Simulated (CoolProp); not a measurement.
Carbonyl sulfide along the isotherm 391 K: density (kg/m³) from the reference equation and from simpler models built on Tc = 378.8 K, pc = 6.369 MPa, ω = 0.098; each cubic takes its own stable root.

The numbers come from the reference Helmholtz-energy equation of state, Lemmon 2006 in CoolProp. It is a short technical equation, of lower accuracy than the large ones.

```tsv
p (MPa)	phase	reference	Redlich-Kwong	Peng-Robinson
3.98	gas	94.95	95.00	97.42
7.96	supercritical	496.6	441.9	459.5
11.9	supercritical	706.4	623.5	682.1
15.9	supercritical	767.0	694.5	765.1
19.9	supercritical	806.1	741.9	819.7
23.9	supercritical	835.7	778.0	861.0
27.9	supercritical	859.7	807.5	894.4
31.8	supercritical	879.5	831.8	921.9
```
